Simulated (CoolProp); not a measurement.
The fluid at 298.15 K and 5.65 MPa flows at 0.055 m/s in a round tube of 10 mm bore and 1.5 µm roughness, fully developed (64/Re and Nu = 3.66 if laminar; Colebrook and Gnielinski if turbulent). The same conditions are run with several fluids, on thermodynamics alone (safety and materials aside).

The numbers come from the reference Helmholtz-energy equation of state of each fluid (methanol: de Reuck 1993; n-nonane: Lemmon 2006; R404A: Lemmon 2003; c-C4F8 (RC318): Platzer 1990; R11: Jacobsen 1992) in CoolProp. The equations of Platzer and Polt are older, rougher fits. Blends and air are pseudo-pure fits.

```
fluid           Reynolds number  Darcy friction factor  pressure drop (Pa/m)  heat-transfer coefficient (W/(m² K))  mass flow (kg/h)
--------------  ---------------  ---------------------  --------------------  ------------------------------------  ----------------
methanol                    [?]                 0.0826                  9.89                                  74.2              12.3
n-nonane                    569                  0.112                   [?]                                   [?]               [?]
R404A                      4170                 0.0396                  6.50                                   169              16.9
c-C4F8 (RC318)              [?]                 0.0314                  7.28                                   [?]               [?]
R11                        1780                 0.0359                  8.09                                  32.6              23.2
```

Task: Fill in the missing entries.

Result: 
- methanol, Reynolds number: 774
- n-nonane, pressure drop (Pa/m): 12.2
- n-nonane, heat-transfer coefficient (W/(m² K)): 47.2
- n-nonane, mass flow (kg/h): 11.2
- c-C4F8 (RC318), Reynolds number: 2040
- c-C4F8 (RC318), heat-transfer coefficient (W/(m² K)): 25.1
- c-C4F8 (RC318), mass flow (kg/h): 23.8

Transport values come from each fluid's own correlations; those of c-C4F8 (RC318), R11 are estimates that may be off by 10 % or more.
